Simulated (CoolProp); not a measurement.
Vapour pressure (bar) of vinyl chloride: the reference equation beside estimates from Tc = 425.0 K, pc = 56.00 bar, ω = 0.160. Clausius-Clapeyron is anchored at 344.6 K with a constant enthalpy of vaporisation of 17.11 kJ/mol.

Values from CoolProp's reference Helmholtz-energy equation of state, Thol 2022.

```
T (K)  reference  Lee-Kesler  Clausius-Clapeyron  van der Waals  Soave-Redlich-Kwong
-----  ---------  ----------  ------------------  -------------  -------------------
328.2      8.861       8.925               9.596          18.20                8.956
332.3      9.775           ?               10.37          19.29                9.893
336.4      10.76       10.84               11.18          20.43                10.90
340.5      11.81       11.91               12.04              ?                11.98
344.6      12.93       13.05               12.93              ?                13.14
348.7          ?       14.26               13.88          24.11                14.37
352.8      15.42       15.56               14.86          25.42                15.69
356.8      16.75       16.90               15.86          26.74                17.06
360.9      18.20       18.37               16.94          28.13                18.56
365        19.75       19.92               18.06          29.57                20.14
```

Problem. Fill in the missing entries.

Solution. 
- 332.3, Lee-Kesler: 9.850
- 340.5, van der Waals: 21.62
- 344.6, van der Waals: 22.84
- 348.7, reference: 14.14

Absolute difference from the reference over all 10 rows, mean and median: Lee-Kesler 0.8 and 0.9 %, Clausius-Clapeyron 4.6 and 4.6 %, van der Waals 75.2 and 73.6 %, Soave-Redlich-Kwong 1.6 and 1.6 %.
